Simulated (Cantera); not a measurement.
Cantera run:

```python
import numpy as np
import cantera as ct

gas_names = """
    CL CL2 H HCL H2 N NH NH2 NH3 N2 N2H2 N2H4 Si SiCL SiCL2 SiCL3 SiCL4 SiH SiHCL3 SiH2 SiH2CL2 SiH3
    SiH3CL SiH4 SiN Si2 Si2N Si3
""".split()
cond_names = """
    NH4CL(a) NH4CL(b) Si(cr) Si(L) Si3N4(a)
""".split()


# ... load() reads the species with a 1 bar reference pressure and builds the phases ...
atoms = {
    'Si2Cl6': {'Si': 2, 'CL': 6},
    'NH3': {'N': 1, 'H': 3},
    'H2': {'H': 2},
}
top_T = {'Si3N4(a)': 2400}  # K; cautious upper limits of use, not melting points


# ... equilibrate(T, P, feed) seeds the gas with the atoms and calls Mixture.equilibrate('TP', solver="vcs", rtol=1e-11, max_steps=5000) ...
results = []
feed = {'Si2Cl6': 1, 'NH3': 7.9, 'H2': 9.9}  # mol
P = 7900  # Pa
for T in [1548, 1598, 1648, 1698, 1748, 1798, 1848, 1898, 1948]:
    mix = equilibrate(T, P, feed)
    results.append((T, P, feed, dict(zip(mix.species_names, mix.species_moles))))
    x = sorted(zip(gas.X, gas.species_names), reverse=True)
    print(f"T = {T:g} K  P = {P:g} Pa  gas = {mix.phase_moles(0):.4g} mol")
    print("   x: " + "  ".join(f"{s} {v:.3e}" for v, s in x if v > 1e-05))
    print("   condensed (mol): " + ("  ".join(f"{mix.phase(i).name} {mix.phase_moles(i):.4g}"
          for i in range(1, mix.n_phases) if mix.phase_moles(i) > 1e-12) or "none"))
```

It prints:

```
T = 1548 K  P = 7900 Pa  gas = 27.56 mol
   x: H2 6.936e-01  HCL 1.909e-01  N2 1.031e-01  SiCL2 1.041e-02  SiCL3 1.239e-03  SiCL4 4.129e-04  SiHCL3 1.832e-04  H 9.124e-05  CL 2.006e-05  SiH2CL2 1.325e-05
   condensed (mol): Si3N4(a) 0.554
T = 1598 K  P = 7900 Pa  gas = 27.68 mol
   x: H2 6.967e-01  HCL 1.780e-01  N2 1.068e-01  SiCL2 1.652e-02  SiCL3 1.366e-03  SiCL4 2.798e-04  H 1.581e-04  SiHCL3 1.571e-04  CL 3.195e-05  SiH2CL2 1.473e-05
   condensed (mol): Si3N4(a) 0.4975
T = 1648 K  P = 7900 Pa  gas = 27.82 mol
   x: H2 7.004e-01  HCL 1.624e-01  N2 1.112e-01  SiCL2 2.400e-02  SiCL3 1.375e-03  H 2.652e-04  SiCL4 1.736e-04  SiHCL3 1.250e-04  CL 4.822e-05  SiH2CL2 1.535e-05
   condensed (mol): Si3N4(a) 0.4284
T = 1698 K  P = 7900 Pa  gas = 27.98 mol
   x: H2 7.044e-01  HCL 1.453e-01  N2 1.160e-01  SiCL2 3.226e-02  SiCL3 1.276e-03  H 4.318e-04  SiCL4 9.980e-05  SiHCL3 9.311e-05  CL 6.926e-05  SiCL 1.992e-05  SiH2CL2 1.514e-05
   condensed (mol): Si3N4(a) 0.3517
T = 1748 K  P = 7900 Pa  gas = 28.15 mol
   x: H2 7.084e-01  HCL 1.279e-01  N2 1.210e-01  SiCL2 4.067e-02  SiCL3 1.110e-03  H 6.842e-04  CL 9.531e-05  SiHCL3 6.586e-05  SiCL4 5.405e-05  SiCL 4.947e-05  SiH2CL2 1.426e-05
   condensed (mol): Si3N4(a) 0.2727
T = 1798 K  P = 7900 Pa  gas = 28.31 mol
   x: H2 7.120e-01  N2 1.257e-01  HCL 1.113e-01  SiCL2 4.870e-02  H 1.057e-03  SiCL3 9.190e-04  CL 1.265e-04  SiCL 1.145e-04  SiHCL3 4.487e-05  Si 3.526e-05  SiCL4 2.808e-05  SiH2 1.898e-05  SiH2CL2 1.298e-05
   condensed (mol): Si3N4(a) 0.1959
T = 1848 K  P = 7900 Pa  gas = 28.72 mol
   x: H2 7.021e-01  N2 1.375e-01  HCL 1.087e-01  SiCL2 4.874e-02  H 1.581e-03  SiCL3 7.306e-04  SiCL 1.899e-04  CL 1.860e-04  Si 7.941e-05  SiHCL3 2.940e-05  SiH2 2.921e-05  SiH 1.864e-05  SiCL4 1.618e-05
   condensed (mol): Si(L) 0.5682
T = 1898 K  P = 7900 Pa  gas = 28.74 mol
   x: H2 7.002e-01  N2 1.374e-01  HCL 1.109e-01  SiCL2 4.769e-02  H 2.327e-03  SiCL3 5.969e-04  SiCL 2.890e-04  CL 2.783e-04  Si 1.555e-04  SiH2 4.031e-05  SiH 3.191e-05  SiHCL3 2.012e-05  SiCL4 1.012e-05
   condensed (mol): Si(L) 0.5958
T = 1948 K  P = 7900 Pa  gas = 28.76 mol
   x: H2 6.979e-01  N2 1.373e-01  HCL 1.130e-01  SiCL2 4.661e-02  H 3.359e-03  SiCL3 4.915e-04  SiCL 4.297e-04  CL 4.077e-04  Si 2.940e-04  SiH2 5.469e-05  SiH 5.308e-05  SiHCL3 1.400e-05  Si2N 1.250e-05
   condensed (mol): Si(L) 0.6193
```

Equilibrium computed with Cantera from the NASA thermochemical tables; the gas is ideal and each condensed phase is pure. The feed counts by its element totals alone. The tables' values for SiCl3, SiCl are old estimates; treat these amounts as uncertain. Gases not in the tables: Si2H6 and higher silanes.
